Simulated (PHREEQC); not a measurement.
Solution (25 °C): 0.0019 mol/kgw FeSO4, 0.135 mol/kgw CuCl2, 0.0067 mol/kgw HCl and 0.019 mol/kgw NaCl. Closed to the air; pH follows from the charge balance.

All values are PHREEQC results (ion-association model, phreeqc.dat), not measurements.

**Question.** The ionic strength comes out as 0.386 mol/kgw. What activity coefficients do CuCl+, Na+, HSO4-, CuCl3-, Fe+2 get?

**Answer.** CuCl+ 0.67, Na+ 0.72, HSO4- 0.73, CuCl3- 0.67, Fe+2 0.27.

No solid was allowed to form.
